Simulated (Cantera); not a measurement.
Cantera run:

```python
import numpy as np
import cantera as ct

gas_names = """
    Cu CuO Cu2 H HNO HNO2 HNO3 HO2 H2 H2O H2O2 N NH NH2 NH3 NH2OH NO NO2 NO3 N2 N2H2 N2H4 N2O O OH O2 O3
""".split()
cond_names = """
    Cu(cr) Cu(L) CuO(s) CuO2H2(s) Cu2O(s) Cu2O(L) H2O(s) H2O(L)
""".split()


# ... load() reads the species with a 1 bar reference pressure and builds the phases ...
atoms = {
    'Cu2O': {'Cu': 2, 'O': 1},
    'H2': {'H': 2},
    'N2': {'N': 2},
}
top_T = {'CuO(s)': 1390}  # K; cautious upper limits of use, not melting points


# ... equilibrate(T, P, feed) seeds the gas with the atoms and calls Mixture.equilibrate('TP', solver="vcs", rtol=1e-11, max_steps=5000) ...
results = []
feed = {'Cu2O': 1, 'H2': 3, 'N2': 13}  # mol
T = 1175  # K
P = 500  # Pa
mix = equilibrate(T, P, feed)
results.append((T, P, feed, dict(zip(mix.species_names, mix.species_moles))))
x = sorted(zip(gas.X, gas.species_names), reverse=True)
print(f"T = {T:g} K  P = {P:g} Pa  gas = {mix.phase_moles(0):.4g} mol")
print("   x: " + "  ".join(f"{s} {v:.3e}" for v, s in x if v > 1e-05))
print("   condensed (mol): " + ("  ".join(f"{mix.phase(i).name} {mix.phase_moles(i):.4g}"
      for i in range(1, mix.n_phases) if mix.phase_moles(i) > 1e-12) or "none"))
```

It prints:

```
T = 1175 K  P = 500 Pa  gas = 16 mol
   x: N2 8.125e-01  H2 1.250e-01  H2O 6.250e-02
   condensed (mol): Cu(cr) 2
```

Equilibrium computed with Cantera from the NASA thermochemical tables; the gas is ideal and each condensed phase is pure.
